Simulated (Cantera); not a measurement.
A freely propagating, adiabatic, planar premixed flame of CH₄ : H₂ : O₂ : N₂ = 0.78 : 0.037 : 2.02 : 7.67 (molar parts), unburnt at 400 K and 1.90 bar; mixture-averaged transport, grid criteria slope 0.08 and curve 0.16, no radiation.

Model: GRI-Mech 3.0 (53 species, 325 reactions), integrated in Cantera. Burning velocities carry a grid error of a few per cent, more on coarse grids.

**Question.** Predict: laminar burning velocity; thermal thickness; peak x(C₂H₄); peak x(H₂O₂).

**Answer.** 
```json
{
  "laminar_burning_velocity": "34.5 cm/s",
  "thermal_thickness": "0.305 mm",
  "peak x(C₂H₄)": "0.000283",
  "peak x(H₂O₂)": "4.27e-5"
}
```
